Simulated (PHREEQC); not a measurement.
Dissolve 17 mmol/kgw H2SO4, 0.0783 mmol/kgw FeCl3 and 3.9 mmol/kgw KCl at 25 °C. Closed to the air; pH follows from the charge balance.

Computed with PHREEQC (ion-association model, phreeqc.dat).

Precipitation was switched off in this run.

### Question
Estimate the pH, ionic strength, specific conductance.

### Answer
pH 1.67; ionic strength 0.0360 mol/kgw; specific conductance 9520 µS/cm.

### Question
In which forms is S present?

### Answer
HSO4- 55 %, SO4-2 44 %, KSO4- 0.6 % of the S.

The solution is supersaturated, for example in Hematite (slow to form), Goethite (slow to form), so a real one may precipitate; this is no full list.
